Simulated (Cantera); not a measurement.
A closed system holds: 1 mol MgSO₄, 1.4 mol CO₂, 0.016 mol O₂, held at 0.000310 bar.

These are equilibrium values from Cantera (NASA tables, ideal gas, pure condensed phases), not measurements of a reactor. Candidate condensed phases: C, Mg, MgCO₃, MgO, MgS, MgSO₄, S; 26 gas species. The numbers say what is thermodynamically allowed, not how fast it happens.

x: gas mole fraction; n: condensed amount in mol.

```tsv
T (K)	x CO₂	x SO₂	x O₂	x SO₃	x CO	x O	n MgSO₄(s)	n MgO(s)
723	0.989	1.26e-7	0.0113	3.95e-8	<1e-12	<1e-12	1.00	0
798	0.989	4.88e-5	0.0113	3.27e-6	5.82e-12	<1e-12	1.000	0
873	0.980	0.00594	0.0142	0.000125	2.02e-10	1.28e-11	0.991	0.00866
948	0.764	0.150	0.0836	0.00262	1.42e-9	4.88e-10	0.721	0.279
1023	0.481	0.340	0.176	(withheld)	(withheld)	(withheld)	0	1.00
1098	0.480	0.342	0.176	0.00160	8.21e-8	5.66e-8	0	1.00
1173	0.480	0.342	0.177	(withheld)	(withheld)	(withheld)	0	1.00
1248	0.480	0.343	0.177	0.000449	3.35e-6	1.59e-6	0	1.00
1323	0.480	0.343	0.177	0.000265	1.56e-5	6.35e-6	0	1.00
1398	0.480	0.343	0.177	0.000166	6.14e-5	2.19e-5	0	1.00
```

**Question.** What belongs in the gaps?

**Answer.** 
- 1173, x SO₃: 0.000814
- 1173, x CO: 5.91e-7
- 1173, x O: 3.33e-7
- 1023, x SO₃: 0.00348
- 1023, x CO: 8.52e-9
- 1023, x O: 7.41e-9
